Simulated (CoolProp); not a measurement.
Vapour-liquid equilibrium of isobutene (1) + ethanol (2) at 380.6 K; x and y are mole fractions of (1).

Model: multi-fluid Helmholtz-energy mixture model, Lemmon 2005 and Schroeder 2014; pair parameters Bell 2016, in CoolProp.

| x | bubble pressure (MPa) | y at the bubble point | dew pressure at overall composition x (MPa) | liquid density (mol/L) |
|---|---|---|---|---|
| 0.05 | 0.5411 | 0.468 | 0.3031 | 14.87 |
| 0.125 | 0.8869 | 0.680 | 0.3295 | 14.21 |
| 0.2 | 1.168 | 0.761 | 0.3606 | 13.56 |
| 0.275 | 1.376 | 0.801 | 0.3981 | 12.94 |
| 0.35 | 1.517 | 0.823 | 0.4440 | 12.33 |
| 0.425 | 1.609 | 0.837 | 0.5014 | 11.75 |
| 0.5 | 1.671 | 0.846 | 0.5754 | 11.18 |
| 0.575 | 1.723 | 0.855 | 0.6745 | 10.63 |
| 0.65 | 1.774 | 0.865 | 0.8140 | 10.11 |
| 0.725 | 1.833 | 0.878 | 1.024 | 9.611 |
| 0.8 | 1.902 | 0.898 | 1.369 | 9.148 |
| 0.875 | 1.979 | 0.926 | 1.820 | 8.723 |
| 0.95 | 2.057 | 0.966 | 2.029 | 8.344 |

No azeotrope shows between x = 0.05 and 0.95.

The pair parameters rest on a limited set of measurements; away from them the model extrapolates. With so large a gap from Raoult's law the liquid may split in two, which this calculation doesn't test in full.
